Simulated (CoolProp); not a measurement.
Properties of R1234yf at several states (Tc = 94.7 °C, pc = 33.84 bar, ω = 0.276).

Values from CoolProp's reference Helmholtz-energy equation of state, Lemmon 2022.

```json
[
 {"T (°C)": "58.35", "p (bar)": "190", "phase": "liquid", "density (kg/m³)": "1100", "cv (kJ/(kg K))": "0.9665", "isothermal compressibility (1/MPa)": "0.004544", "expansivity (1/kK)": "2.354", "viscosity (µPa s)": "156"},
 {"T (°C)": "51.45", "p (bar)": "0.376", "phase": "gas", "density (kg/m³)": "1.598", "cv (kJ/(kg K))": "0.8690", "isothermal compressibility (1/MPa)": "26.76", "expansivity (1/kK)": "3.145", "viscosity (µPa s)": "13.5"},
 {"T (°C)": "0.25", "p (bar)": "122", "phase": "liquid", "density (kg/m³)": "1222", "cv (kJ/(kg K))": "0.8794", "isothermal compressibility (1/MPa)": "0.002695", "expansivity (1/kK)": "2.100", "viscosity (µPa s)": "244"},
 {"T (°C)": "-90.55", "p (bar)": "6.05", "phase": "liquid", "density (kg/m³)": "1424", "cv (kJ/(kg K))": "0.7504", "isothermal compressibility (1/MPa)": "0.001093", "expansivity (1/kK)": "1.755", "viscosity (µPa s)": "825"},
 {"T (°C)": "42.15", "p (bar)": "0.128", "phase": "gas", "density (kg/m³)": "0.5581", "cv (kJ/(kg K))": "0.8508", "isothermal compressibility (1/MPa)": "78.30", "expansivity (1/kK)": "3.196", "viscosity (µPa s)": "13.1"},
 {"T (°C)": "-23.25", "p (bar)": "0.132", "phase": "gas", "density (kg/m³)": "0.7283", "cv (kJ/(kg K))": "0.7227", "isothermal compressibility (1/MPa)": "76.16", "expansivity (1/kK)": "4.076", "viscosity (µPa s)": "10.3"}
]
```

Viscosity comes from a separate model (Bell 2016), an estimate that may be off by 10 % or more.
